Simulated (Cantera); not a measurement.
Input (Python, Cantera) and output of one run.

```python
import numpy as np
import cantera as ct

gas_names = """
    C CH CH2 CH3 CH2OH CH3O CH4 CH3OH CO CO2 COOH C2 C2H CHCO,ketyl C2H2,acetylene C2H2,vinylidene
    CH2CO,ketene C2H3,vinyl CH3CO,acetyl C2H4 C2H4O,ethylen CH3CHO,ethanal CH3COOH (HCOOH)2 C2H5 C2H6
    CH3OCH3 C2H5OH C2O C3 C3H3,propargyl C3H4,allene C3H4,propyne C3H4,cyclo- C3H5,allyl C3H6,propylene
    C3H6,cyclo- C3H6O C3H7,n-propyl C3H7,i-propyl C3H8 C3H8O,1propanol C3H8O,2propanol C3O2 C4 C4H2
    C4H4,1,3-cyclo- C4H6,butadiene C4H6,2-butyne C4H6,cyclo- C4H8,1-butene C4H8,cis2-buten
    C4H8,tr2-butene C4H8,isobutene C4H8,cyclo- (CH3COOH)2 C4H9,n-butyl C4H9,i-butyl C4H9,s-butyl
    C4H9,t-butyl C4H10,isobutane C4H10,n-butane C5 C5H6,1,3cyclo- C5H8,cyclo- C5H10,1-pentene
    C5H10,cyclo- C5H11,pentyl C5H11,t-pentyl C5H12,n-pentane C5H12,i-pentane CH3C(CH3)2CH3 C6H2
    C6H5,phenyl C6H5O,phenoxy C6H6 C6H5OH,phenol C6H10,cyclo- C6H12,1-hexene C6H12,cyclo- C6H13,n-hexyl
    C7H7,benzyl C7H8 C7H8O,cresol C7H14,1-heptene C7H15,n-heptyl C7H16,n-heptane C8H8,styrene
    C8H10,ethylbenz C8H16,1-octene C8H17,n-octyl C8H18,isooctane C8H18,n-octane C9H19,n-nonyl
    C10H8,naphthale C10H21,n-decyl C12H9,o-bipheny C12H10,bipheny H HCO HO2 H2 HCHO,formaldehy HCOOH H2O
    H2O2 O OH O2 O3 Ta TaO TaO2
""".split()
cond_names = """
    C(gr) C6H6(L) C7H8(L) C8H18(L),n-octa H2O(s) H2O(L) Ta(cr) Ta(L) TaC(s) TaC(L) Ta2O5(s) Ta2O5(L)
""".split()


def load(file, names, dense=False):
    # The tables refer to 1 bar. Condensed volumes are neglected.
    table = {s.name: s for s in ct.Species.list_from_file(file)}
    out = []
    for n in names:
        d = dict(table[n].input_data)
        d["thermo"] = dict(d["thermo"], **{"reference-pressure": 1e5})
        if dense:
            d["equation-of-state"] = {"model": "constant-volume", "density": "1e6 g/cm^3"}
        out.append(ct.Species.from_dict(d))
    return out


gas = ct.Solution(thermo="ideal-gas", species=load("nasa_gas.yaml", gas_names))
cond = {s.name: ct.Solution(thermo="fixed-stoichiometry", species=[s], name=s.name)
        for s in load("nasa_condensed.yaml", cond_names, dense=True)}
atoms = {
    'Ta(OEt)5': {'Ta': 1, 'C': 10, 'H': 25, 'O': 5},
    'O2': {'O': 2},
    'CH4': {'C': 1, 'H': 4},
}
top_T = {'C(gr)': 4500}  # K; cautious upper limits of use, not melting points


def equilibrate(T, P, feed):
    n = {}
    for name, mol in feed.items():
        for a, k in atoms[name].items():
            n[a] = n.get(a, 0.0) + k * mol
    gas.TPX = T, P, n
    mass = sum(n.values()) * gas.mean_molecular_weight
    gas.equilibrate("TP")
    valid = [c for c in cond.values() if c.min_temp <= T <= top_T.get(c.name, c.max_temp)]
    mix = ct.Mixture([(gas, mass / gas.mean_molecular_weight)] + [(c, 0.0) for c in valid])
    mix.T, mix.P = T, P
    mix.equilibrate("TP", solver="vcs", rtol=1e-11, max_steps=5000)
    return mix


results = []
feed = {'Ta(OEt)5': 1, 'O2': 2.6, 'CH4': 0.11}  # mol
T = 2725  # K
P = 4300  # Pa
mix = equilibrate(T, P, feed)
results.append((T, P, feed, dict(zip(mix.species_names, mix.species_moles))))
print(gas.report(threshold=1e-05))
for i in range(1, mix.n_phases):
    print(f"{mix.phase(i).name:16s} {mix.phase_moles(i):12.5e} mol")
```

Result:

```
       temperature   2725 K
          pressure   4300 Pa
           density   0.0024139 kg/m^3
  mean mol. weight   12.719 kg/kmol
   phase of matter   gas

                          1 kg             1 kmol
                     ---------------   ---------------
          enthalpy        5.7426e+06         7.304e+07  J
   internal energy        3.9612e+06        5.0384e+07  J
           entropy             20097        2.5562e+05  J/K
    Gibbs function       -4.9022e+07       -6.2352e+08  J
 heat capacity c_p            2649.6             33700  J/K
 heat capacity c_v            1995.9             25386  J/K

                      mass frac. Y      mole frac. X     chem. pot. / RT
                     ---------------   ---------------   ---------------
                CO           0.87906           0.39917           -37.744
               CO2        0.00017563        5.0758e-05           -63.878
                 H          0.015196           0.19174           -12.279
                H2          0.064359           0.40604           -24.558
               H2O        0.00049638        0.00035046           -50.692
                 O        1.6375e-05        1.3018e-05           -26.135
                OH        5.8037e-05        4.3404e-05           -38.414
               TaO          0.032034         0.0020688            -35.47
              TaO2         0.0086013        0.00051375           -61.604
     [ +104 minor]        8.5884e-06        9.2573e-07

C(gr)             0.00000e+00 mol
Ta(cr)            9.34585e-01 mol
TaC(s)            0.00000e+00 mol
Ta2O5(L)          0.00000e+00 mol
```

Method: chemical equilibrium by Gibbs-energy minimisation in Cantera with the NASA 1993 tables (ideal gas, pure condensed phases). The feed counts by its element totals alone. Condensed phases not in the tables: Ta2C, N, O or C dissolved in the metal.
